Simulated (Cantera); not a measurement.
An adiabatic, constant-pressure homogeneous reactor starts with C2H4 : O2 : N2 : H2O = 1 : 1.88 : 7.05 : 1.1 (molar parts), equivalence ratio 1.6, at 1600 K and 1.00 bar.

Computed with Cantera and GRI-Mech 3.0 (53 species, 325 reactions). GRI-Mech 3.0 was tuned for natural gas; its chemistry of ethylene as a main component is partial and can be far from experiment.

Task: Predict: time of steepest temperature rise; temperature at 9.00 s; equilibrium temperature; x(O2) at 9.00 s; x(H2O) at 9.00 s; x(HCO) at 9.00 s; x(NO) at 9.00 s.

Result: 
```json
{
 "time_of_steepest_temperature_rise": "20.9 µs",
 "temperature at 9.00 s": "2776 K",
 "equilibrium_temperature": "2776 K",
 "x(O2) at 9.00 s": "0.00234 (gas-phase equilibrium 0.00234)",
 "x(H2O) at 9.00 s": "0.165 (gas-phase equilibrium 0.165)",
 "x(HCO) at 9.00 s": "2.31e-7 (gas-phase equilibrium 2.31e-7)",
 "x(NO) at 9.00 s": "0.00319 (gas-phase equilibrium 0.00319)"
}
```
